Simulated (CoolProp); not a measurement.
Vapour-liquid equilibrium of ethylbenzene (1) + o-xylene (2) at 506 K; x and y are mole fractions of (1).

Model: multi-fluid Helmholtz-energy mixture model, Zhou 2012 and Zhou 2012; pair parameters Bell 2016, in CoolProp.

```
x      bubble pressure, mixture model (bar)  bubble pressure, Raoult's law (bar)  y, mixture model  y, Raoult's law
-----  ------------------------------------  -----------------------------------  ----------------  ---------------
0.05                                  6.698                                6.699             0.056            0.058
0.125                                 6.783                                6.784             0.140            0.143
0.2                                   6.872                                6.868             0.222            0.226
0.275                                 6.962                                6.953             0.303            0.307
0.35                                  7.054                                7.037             0.382            0.386
0.425                                 7.146                                7.122             0.459            0.464
0.5                                   7.237                                7.207             0.534            0.539
0.575                                 7.326                                7.291             0.607            0.613
0.65                                  7.413                                7.376             0.678            0.685
0.725                                 7.497                                7.460             0.749            0.755
0.8                                   7.578                                7.545             0.818            0.824
0.875                                 7.654                                7.629             0.886            0.891
0.95                                  7.726                                7.714             0.955            0.957
```

The largest gap from Raoult's law is +0.5 % in bubble pressure, at x = 0.65. No azeotrope shows between x = 0.05 and 0.95.

Pair parameters are fitted to limited data, so mixtures are less certain than the pure fluids.
